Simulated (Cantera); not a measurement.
An isothermal, constant-pressure homogeneous reactor starts with 0.376 % CO, 0.218 % O2, 0.347 % H2O, 99.1 % N2, equivalence ratio 0.86, at 1275 K and 195 Torr.

Computed with Cantera and GRI-Mech 3.0 (53 species, 325 reactions).

One state of this run: x CO = 1.74e-5; x O2 = 0.000308; x H2O = 0.00346; x N2O = 4.61e-8; x OH = 7.77e-6; x CO2 = 0.00375; x NO2 = 2.01e-10. x: mole fraction; the columns are a selection and need not sum to one.

### Question
Which value of t (s) does it belong to?
A) 0.233
B) 1.94
C) 0.0279
D) 0.00334

### Answer
B, 1.94
